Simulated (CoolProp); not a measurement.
CH2F2 (R32) at several states: fugacity coefficient from the reference equation and from simpler models built on Tc = 78.1 °C, pc = 57.83 bar, ω = 0.277; each cubic takes its own stable root.

Computed with CoolProp (reference Helmholtz-energy equation of state, Tillner-Roth 1997).

```tsv
T (°C)	p (bar)	phase	reference
-100.95	40.6	liquid	0.0009572
-1.45	0.184	gas	0.9968
138.75	11.9	gas	0.9558
```

Question: How far does each simpler model (Soave-Redlich-Kwong, Peng-Robinson) lie from the reference over these 3 states: mean and median of the absolute difference, and the worst?

Answer: 
- Soave-Redlich-Kwong: mean 3.0 %, median 0.5 %, worst -8.4 % at -100.95 °C and 40.6 bar
- Peng-Robinson: mean 0.6 %, median 0.1 %, worst -1.7 % at -100.95 °C and 40.6 bar
